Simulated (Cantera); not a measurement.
C₃H₆ + O₂ + H₂ (carbon deposition, reforming and gasification)

A closed system holds: 1 mol C₃H₆, 0.087 mol O₂, 4.3 mol H₂, equilibrated at 810000 Pa.

These are equilibrium values from Cantera (NASA tables, ideal gas, pure condensed phases), not measurements of a reactor. Candidate condensed phases: C, C₆H₆, C₇H₈, C₈H₁₈, H₂O; 110 gas species. The numbers say what is thermodynamically allowed, not how fast it happens.

From 1325 K to 2300 K the condensed part is C(graphite). The main C-bearing gas is CH₄ at 1325 K and CO at 2300 K.

| T (K) | log p H₂ | log p CH₄ | log p CO | log p C₂H₂ (acetylene) | log p H | log p H₂O | log p CH₃ | n C(graphite) |
|---|---|---|---|---|---|---|---|---|
| 1325 | 0.88 | -0.42 | -0.73 | -5.19 | -5.35 | -1.99 | -5.35 | 2.50 |
| 1400 | 0.88 | -0.60 | -0.72 | -4.71 | -4.87 | -2.27 | -5.05 | 2.60 |
| 1475 | 0.89 | -0.76 | -0.72 | -4.29 | -4.44 | -2.52 | -4.79 | 2.67 |
| 1550 | 0.89 | -0.91 | -0.72 | -3.90 | -4.06 | -2.75 | -4.55 | 2.72 |
| 1625 | 0.89 | -1.05 | -0.72 | -3.56 | -3.70 | -2.96 | -4.34 | 2.74 |
| 1700 | 0.89 | -1.17 | -0.72 | -3.24 | -3.38 | -3.14 | -4.14 | 2.76 |
| 1775 | 0.90 | -1.29 | -0.72 | -2.95 | -3.09 | -3.32 | -3.97 | 2.78 |
| 1850 | 0.90 | -1.39 | -0.72 | -2.69 | -2.82 | -3.48 | -3.80 | 2.78 |
| 1925 | 0.90 | -1.49 | -0.72 | -2.44 | -2.57 | -3.62 | -3.66 | 2.79 |
| 2000 | 0.90 | -1.58 | -0.72 | -2.22 | -2.34 | -3.76 | -3.52 | 2.79 |
| 2075 | 0.90 | -1.66 | -0.72 | -2.01 | -2.13 | -3.88 | -3.39 | 2.79 |
| 2150 | 0.90 | -1.74 | -0.72 | -1.82 | -1.93 | -4.00 | -3.28 | 2.78 |
| 2225 | 0.90 | -1.81 | -0.72 | -1.64 | -1.74 | -4.11 | -3.17 | 2.77 |
| 2300 | 0.89 | -1.88 | -0.72 | -1.47 | -1.57 | -4.21 | -3.07 | 2.75 |
log p: log10 of the partial pressure in bar; n: condensed amount in mol.
